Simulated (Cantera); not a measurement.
Input: 1 mol NiS, 0.87 mol H2, equilibrated at 1525 °C and 7200 Pa.

Cantera equilibrium calculation (NASA polynomials, part measured and part estimated; ideal gas, pure solids and liquids). Candidate condensed phases: Ni, NiS, NiS2, Ni3S2, Ni3S4, S; 9 gas species. The numbers say what is thermodynamically allowed, not how fast it happens.

What is the equilibrium state?


```
Item                                   Result
---------------------------------  ----------
x(H2)                                   0.785
x(S2)                                   0.120
x(H2S)                                 0.0795
x(SH)                                  0.0133
x(H)                                  0.00116
x(S)                                 0.000944
x(NiS)                               0.000166
x(Ni)                                 5.51e-5
n(Ni3S2(l))                         0.333 mol
gas amount                         0.9983 mol
log10 activity of Ni(l) (absent)        -0.51
log10 activity of NiS(l) (absent)       -0.83
log10 activity of S(l) (absent)         -2.49
```
